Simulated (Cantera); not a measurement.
An adiabatic, constant-pressure homogeneous reactor starts with C3H8 : O2 : N2 = 1 : 2.5 : 9.25 (molar parts), at 1375 K and 45000 Pa. Integrator tolerance rtol = 1e-08.

Detailed kinetics in Cantera: GRI-Mech 3.0 (53 species, 325 reactions). GRI-Mech 3.0 was tuned for natural gas; its chemistry of propane as a main component is partial and can be far from experiment.

What does this change do: initial temperature 1375 to 1773 K?


```
quantity                                                            before                                      after
---------------------------------  ---------------------------------------  -----------------------------------------
time of steepest temperature rise                                 0.555 ms                                    34.8 µs
temperature at 3.00 s                                               2466 K                                     2697 K
equilibrium temperature                                             2466 K                                     2697 K
x(C3H8) at 3.00 s                    <1e-12 (gas-phase equilibrium <1e-12)      <1e-12 (gas-phase equilibrium <1e-12)
x(O2) at 3.00 s                    3.06e-5 (gas-phase equilibrium 3.06e-5)  0.000254 (gas-phase equilibrium 0.000254)
x(CH2CO) at 3.00 s                   <1e-12 (gas-phase equilibrium <1e-12)      <1e-12 (gas-phase equilibrium <1e-12)
x(C2H6) at 3.00 s                    <1e-12 (gas-phase equilibrium <1e-12)      <1e-12 (gas-phase equilibrium <1e-12)
x(HCO) at 3.00 s                   1.32e-7 (gas-phase equilibrium 1.32e-7)    2.40e-7 (gas-phase equilibrium 2.40e-7)
x(CH2O) at 3.00 s                  4.04e-9 (gas-phase equilibrium 4.04e-9)    3.79e-9 (gas-phase equilibrium 3.79e-9)
x(CH2) at 3.00 s                     <1e-12 (gas-phase equilibrium <1e-12)  1.97e-12 (gas-phase equilibrium 2.05e-12)
```

What does this change do: initial temperature 1375 to 1550 K?


```csv
quantity,before,after
time of steepest temperature rise,0.555 ms,0.109 ms
temperature at 3.00 s,2466 K,2577 K
equilibrium temperature,2466 K,2577 K
x(C3H8) at 3.00 s,<1e-12 (gas-phase equilibrium <1e-12),<1e-12 (gas-phase equilibrium <1e-12)
x(O2) at 3.00 s,3.06e-5 (gas-phase equilibrium 3.06e-5),8.94e-5 (gas-phase equilibrium 8.94e-5)
x(CH2CO) at 3.00 s,<1e-12 (gas-phase equilibrium <1e-12),<1e-12 (gas-phase equilibrium <1e-12)
x(C2H6) at 3.00 s,<1e-12 (gas-phase equilibrium <1e-12),<1e-12 (gas-phase equilibrium <1e-12)
x(HCO) at 3.00 s,1.32e-7 (gas-phase equilibrium 1.32e-7),1.79e-7 (gas-phase equilibrium 1.79e-7)
x(CH2O) at 3.00 s,4.04e-9 (gas-phase equilibrium 4.04e-9),3.94e-9 (gas-phase equilibrium 3.94e-9)
x(CH2) at 3.00 s,<1e-12 (gas-phase equilibrium <1e-12),1.20e-12 (gas-phase equilibrium 1.27e-12)
```
